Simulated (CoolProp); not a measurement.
Vapour-liquid equilibrium of hydrogen sulfide (1) + benzene (2) at 307.1 K; x and y are mole fractions of (1).

Computed with CoolProp (multi-fluid Helmholtz-energy mixture model, Lemmon 2006 and Thol 2012; pair parameters Bell 2016).

```
x     bubble pressure, mixture model (bar)  bubble pressure, Raoult's law (bar)  y, mixture model  y, Raoult's law
----  ------------------------------------  -----------------------------------  ----------------  ---------------
0.05                                 1.282                                1.428             0.855            0.874
0.2                                  4.472                                5.143             0.961            0.971
0.35                                 7.715                                8.859             0.980            0.986
0.5                                  11.16                                12.57             0.988            0.992
0.65                                 14.90                                16.29             0.993            0.996
0.8                                  18.96                                20.01             0.996            0.998
0.95                                 23.37                                23.72             0.999            1.000
```

The largest gap from Raoult's law is -13.0 % in bubble pressure, at x = 0.2. No azeotrope shows between x = 0.05 and 0.95.

Pair parameters are fitted to limited data, so mixtures are less certain than the pure fluids.
